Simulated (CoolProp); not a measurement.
Properties of neopentane along the isobar 1.93 MPa (Tc = 433.7 K, pc = 3.196 MPa, ω = 0.196).

Values from CoolProp's reference Helmholtz-energy equation of state, Lemmon 2006. It is a short technical equation, of lower accuracy than the large ones.

```csv
T (K),phase,density (kg/m³),isothermal compressibility (1/MPa),expansivity (1/kK)
267.3,liquid,619.5,[?],[?]
272.5,liquid,614.3,0.002188,1.640
277.7,liquid,609.0,0.002323,1.675
282.9,liquid,603.7,0.002470,1.713
288.1,liquid,598.3,0.002631,1.753
293.4,liquid,[?],0.002810,1.798
298.6,liquid,587.1,0.003004,1.846
303.8,liquid,[?],0.003218,1.898
309,liquid,575.6,0.003456,1.954
314.2,liquid,569.7,0.003719,[?]
319.4,liquid,563.7,[?],2.083
324.7,liquid,557.4,0.004352,2.158
329.9,liquid,551.0,0.004728,[?]
```

### Question
What belongs in the gaps?

### Answer

- 267.3, isothermal compressibility (1/MPa): 0.002064
- 267.3, expansivity (1/kK): 1.607
- 293.4, density (kg/m³): 592.7
- 303.8, density (kg/m³): 581.4
- 314.2, expansivity (1/kK): 2.016
- 319.4, isothermal compressibility (1/MPa): 0.004014
- 329.9, expansivity (1/kK): 2.240
